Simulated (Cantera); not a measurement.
**Equilibrium for thermal oxidation and active oxidation of silicon: Si + O₂ + H₂**

A closed system holds: 1 mol Si, 0.3 mol O₂, 160 mol H₂, held at 750 Torr.

Cantera equilibrium calculation (NASA polynomials, part measured and part estimated; ideal gas, pure solids and liquids). Candidate condensed phases: H₂O, Si, SiO₂; 18 gas species. Mutual solubility and eutectic melting of coexisting phases are not modelled. The tables hold silica as quartz up to 1696 K and as liquid above; real silica turns to tridymite and cristobalite and melts near 1996 K. Gases not in the tables: Si₂H₆ and higher silanes. The numbers say what is thermodynamically allowed, not how fast it happens.

| T (°C) | x H₂ | x SiO | x H | x SiH₂ | x Si | x SiH | x H₂O | x SiH₄ | n Si(s) | n SiO₂(β-quartz) | n Si(l) |
|---|---|---|---|---|---|---|---|---|---|---|---|
| 900 | 1.000 | 2.42e-7 | 1.18e-7 | 6.81e-9 | <1e-12 | 8.86e-12 | 3.63e-8 | 6.16e-7 | 0.700 | 0.300 | 0 |
| 1000 | 1.000 | 3.88e-6 | 7.13e-7 | 4.76e-8 | 1.80e-11 | 1.74e-10 | 1.86e-7 | 7.40e-7 | 0.700 | 0.300 | 0 |
| 1100 | 1.000 | 4.11e-5 | 3.33e-6 | 2.51e-7 | 3.88e-10 | 2.20e-9 | 7.45e-7 | 8.66e-7 | 0.697 | 0.297 | 0 |
| 1200 | 1.000 | 0.000314 | 1.26e-5 | 1.05e-6 | 5.47e-9 | 1.97e-8 | 2.46e-6 | 9.91e-7 | 0.675 | 0.275 | 0 |
| 1300 | 0.998 | 0.00184 | 4.06e-5 | 3.66e-6 | 5.50e-8 | 1.32e-7 | 6.95e-6 | 1.11e-6 | 0.553 | 0.152 | 0 |
| 1400 | 0.996 | 0.00373 | 0.000114 | 1.10e-5 | 4.18e-7 | 7.05e-7 | 7.45e-6 | 1.23e-6 | 0.399 | 0 | 0 |
| 1500 | 0.996 | 0.00373 | 0.000284 | 2.46e-5 | 2.13e-6 | 2.62e-6 | 5.02e-6 | 1.15e-6 | 0 | 0 | 0.396 |
| 1600 | 0.996 | 0.00373 | 0.000644 | 4.88e-5 | 8.82e-6 | 8.20e-6 | 3.65e-6 | 1.05e-6 | 0 | 0 | 0.390 |
x: gas mole fraction; n: condensed amount in mol.

From 900 °C to 1300 °C the condensed part is Si(s) + SiO₂(β-quartz). At 1400 °C the condensed part is Si(s). From 1500 °C to 1600 °C the condensed part is Si(l). The main Si-bearing gas is SiH₄ at 900 °C and SiO at 1600 °C. The share of Si in condensed phases is highest at 900 °C (100.0 %) and lowest at 1600 °C (39.0 %).
